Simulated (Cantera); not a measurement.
Feed: 1 mol SiC, 0.025 mol H2O, 47 mol H2, equilibrated at 925 °C and 3.00e-6 bar.

Method: chemical equilibrium by Gibbs-energy minimisation in Cantera with the NASA 1993 tables (ideal gas, pure condensed phases). Candidate condensed phases: C, C6H6, C7H8, C8H18, H2O, Si, SiC, SiO2; 123 gas species. The numbers say what is thermodynamically allowed, not how fast it happens.

Question: What is the equilibrium state?

Answer: 
* **x(H2)**: 0.999
* **x(CO)**: 0.000266
* **x(SiO)**: 0.000266
* **x(H)**: 0.000110
* **n(SiC(s))**: 0.987 mol
* **gas amount**: 47.05 mol
* **log10 activity of Si(s) (absent)**: -1.08
* **log10 activity of C(graphite) (absent)**: -1.70
